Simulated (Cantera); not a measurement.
Input (Python, Cantera) and output of one run.

```python
import numpy as np
import cantera as ct

gas_names = """
    Cu CuF CuF2 CuO Cu2 F FO FO2 F2 F2O H HF HOF HO2 H2 H2F2 H2O H2O2 H3F3 H4F4 H5F5 H6F6 H7F7 O OH O2
    O3
""".split()
cond_names = """
    Cu(cr) Cu(L) CuF2(s) CuF2(L) CuO(s) CuO2H2(s) Cu2O(s) Cu2O(L) H2O(s) H2O(L)
""".split()


# ... load() reads the species with a 1 bar reference pressure and builds the phases ...
atoms = {
    'CuO': {'Cu': 1, 'O': 1},
    'HF': {'H': 1, 'F': 1},
    'O2': {'O': 2},
}
top_T = {'CuO(s)': 1390}  # K; cautious upper limits of use, not melting points


# ... equilibrate(T, P, feed) seeds the gas with the atoms and calls Mixture.equilibrate('TP', solver="vcs", rtol=1e-11, max_steps=5000) ...
results = []
feed = {'CuO': 1, 'HF': 15, 'O2': 4.8}  # mol
T = 1373  # K
P = 25000  # Pa
mix = equilibrate(T, P, feed)
results.append((T, P, feed, dict(zip(mix.species_names, mix.species_moles))))
x = sorted(zip(gas.X, gas.species_names), reverse=True)
print(f"T = {T:g} K  P = {P:g} Pa  gas = {mix.phase_moles(0):.4g} mol")
print("   x: " + "  ".join(f"{s} {v:.3e}" for v, s in x if v > 1e-06))
print("   condensed (mol): " + ("  ".join(f"{mix.phase(i).name} {mix.phase_moles(i):.4g}"
      for i in range(1, mix.n_phases) if mix.phase_moles(i) > 1e-12) or "none"))
```

It prints:

```
T = 1373 K  P = 25000 Pa  gas = 20.09 mol
   x: HF 7.386e-01  O2 2.510e-01  CuF 4.526e-03  H2O 4.057e-03  CuF2 1.797e-03  OH 6.963e-06  H2F2 2.135e-06
   condensed (mol): Cu2O(s) 0.4365
```

These are equilibrium values from Cantera (NASA tables, ideal gas, pure condensed phases), not measurements of a reactor.
